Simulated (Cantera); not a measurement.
An isothermal, constant-pressure homogeneous reactor starts with 87.7 % NH3, 12.3 % N2, at 1825 K and 15.8 Torr.

Cantera simulation using the gas-phase N/H chemistry of the illustrative SiF4/NH3 mechanism in the Surface Chemkin manual (1991); the numbers are that mechanism's predictions, not measurements. Walls and surfaces, which speed up NH3 decomposition in real reactors, are not modelled.

x: mole fraction; the columns are a selection and need not sum to one.

```
t (s)     x NH3    x N2H4      x H2      x NH       x N
--------  -----  --------  --------  --------  --------
3.00e-6   0.877    <1e-12   2.40e-8    <1e-12    <1e-12
1.02e-5   0.877    <1e-12   1.66e-7    <1e-12    <1e-12
3.46e-5   0.877    <1e-12         ?  8.52e-12    <1e-12
0.000117  0.877  1.12e-12   2.74e-6  1.35e-10    <1e-12
0.000398  0.877  1.57e-11   9.49e-6   2.51e-9    <1e-12
0.00135   0.877  1.91e-10   3.27e-5   4.62e-8  1.87e-11
0.00458   0.877         ?         ?         ?  3.44e-10
0.0156    0.875   1.72e-8  0.000992   2.63e-6   3.46e-9
0.0528    0.867   2.55e-8   0.00737   3.90e-6   1.90e-8
0.179     0.839   2.26e-8    0.0297   4.73e-6   6.88e-8
0.608     0.753   1.75e-8    0.0989   5.79e-6   1.82e-7
2.06      0.539   1.03e-8     0.270   6.01e-6   3.00e-7
7.00      0.225   3.02e-9     0.521   4.65e-6   3.48e-7
```

**Question.** Fill in the missing entries.

**Answer.** 
- 3.46e-5, x H2: 7.48e-7
- 0.00458, x N2H4: 2.18e-9
- 0.00458, x H2: 0.000127
- 0.00458, x NH: 5.18e-7
